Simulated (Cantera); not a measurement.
Input: 1 mol PbO, 0.27 mol N2, held at 13300 Pa.

Cantera equilibrium calculation (NASA polynomials, part measured and part estimated; ideal gas, pure solids and liquids). Candidate condensed phases: Pb, PbO, PbO2, Pb3O4; 12 gas species. Gases not in the tables: (PbO)n polymers. Equilibrium is a limit: real reactors are often held back by kinetics, nucleation or transport.

x: gas mole fraction; n: condensed amount in mol.

```
T (°C)   x N2       x PbO        x Pb        x O2  n PbO(red)  n PbO(yellow)  n PbO(l)
------  -----  ----------  ----------  ----------  ----------  -------------  --------
300      1.00      <1e-12      <1e-12    1.80e-12        1.00              0         0
450      1.00    5.81e-12      <1e-12    4.98e-12        1.00              0         0
600      1.00     1.77e-8     4.05e-9     1.75e-9           0           1.00         0
750     1.000  (withheld)  (withheld)  (withheld)           0          1.000         0
900     1.000    0.000290     4.84e-5     2.33e-5           0              0     1.000
1050    0.994     0.00501    0.000857    0.000417           0              0     0.998
1200    0.941  (withheld)  (withheld)  (withheld)           0              0     0.984
1350    0.644       0.279      0.0513      0.0253           0              0     0.862
```

**Question.** Complete the blanks.

**Answer.** 
- 1200, x PbO: 0.0466
- 1200, x Pb: 0.00825
- 1200, x O2: 0.00404
- 750, x PbO: 4.82e-6
- 750, x Pb: 9.04e-7
- 750, x O2: 4.20e-7
